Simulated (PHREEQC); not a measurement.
Consider water at 5 °C with 0.0023 mol HF and 7.7e-05 mol KF per kg of water. Closed to the air; pH follows from the charge balance.

The numbers come from PHREEQC with the ion-association model, phreeqc.dat.

Precipitation was switched off in this run.

Q: Predict the pH, specific conductance.

A: pH 2.98; specific conductance 254 µS/cm.

Q: In which forms is F present?

A: HF 51 %, F- 48 % of the F.

At this temperature some constants are extrapolated from 25 °C, and those without enthalpy data are left unchanged.
